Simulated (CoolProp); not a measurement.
Values from CoolProp's reference Helmholtz-energy equation of state, Lemmon 2003. It is a pseudo-pure fit of the blend.

Question: For R410A, give the phase and the Z, cv (kJ/(kg K)), fugacity coefficient at 70.35 °C and 10.3 bar; 65.95 °C and 144 bar.

Answer: 
- 70.35 °C and 10.3 bar: gas; Z 0.917, cv 0.803, fugacity coefficient 0.922
- 65.95 °C and 144 bar: liquid; Z 0.377, cv 0.940, fugacity coefficient 0.267
